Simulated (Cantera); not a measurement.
Feed: 1 mol Si, 2.6 mol Cl2, 0.74 mol N2, held at 1250 K and 0.00133 bar.

Equilibrium computed with Cantera from the NASA thermochemical tables; the gas is ideal and each condensed phase is pure. Candidate condensed phases: Si, Si3N4; 13 gas species. The tables' values for SiCl3 are old estimates; treat these amounts as uncertain. Kinetics and transport are ignored.

Base state: SiCl4 0.407, N2 0.301, Cl2 0.197, Cl 0.0948, SiCl3 1.07e-5 (mole fractions); condensed: gas only.

### Question
What changes in the equilibrium state with this change: temperature from 1250 K to 998.15 K?

### Answer
```tsv
species	before	after
SiCl4	0.407	0.426
N2	0.301	0.315
Cl2	0.197	0.253
Cl	0.0948	0.00521
SiCl3	1.07e-5	1.46e-8
```
